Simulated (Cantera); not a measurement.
# Catalytic combustion on Pt

An isothermal plug-flow reactor at 750 K and 1.10 bar (inlet), inlet velocity 1.2 m/s, active area per volume 1700 1/m; feed 2.46 % CO, 3.75 % O2, 92.5 % N2, 1.29 % H2O.

Cantera simulation using Deutschmann's 1995 Pt surface mechanism with GRI-Mech 3.0 gas chemistry; the numbers are that mechanism's predictions, not measurements. Catalytic surfaces can have several steady states; this one follows from the mechanism file's or the stated starting coverage. Mass transfer to the wall is taken as infinitely fast.

| z (m) | x CO | x O2 | x H2O | x CO2 | θ free Pt | θ O* | θ CO* |
|---|---|---|---|---|---|---|---|
| 3.3e-05 | 0.0245 | 0.0374 | 0.0129 | 0.000111 | 0.0599 | 0.00340 | 0.936 |
| 5.8e-05 | 0.0244 | 0.0374 | 0.0129 | 0.000195 | 0.0600 | 0.00341 | 0.936 |
| 0.0001 | 0.0243 | 0.0373 | 0.0129 | 0.000338 | 0.0602 | 0.00342 | 0.936 |
| 0.00018 | 0.0240 | 0.0372 | 0.0129 | 0.000610 | 0.0605 | 0.00345 | 0.936 |
| 0.00033 | 0.0235 | 0.0369 | 0.0129 | 0.00113 | 0.0612 | 0.00351 | 0.935 |
| 0.00058 | 0.0226 | 0.0365 | 0.0129 | 0.00201 | 0.0624 | 0.00361 | 0.934 |
| 0.001 | 0.0211 | 0.0358 | 0.0129 | 0.00355 | 0.0647 | 0.00381 | 0.931 |
| 0.0018 | 0.0179 | 0.0342 | 0.0129 | 0.00676 | 0.0704 | 0.00435 | 0.925 |
| 0.0033 | 0.0101 | 0.0304 | 0.0130 | 0.0147 | 0.0957 | 0.00736 | 0.896 |
x: gas mole fraction; θ: surface coverage.
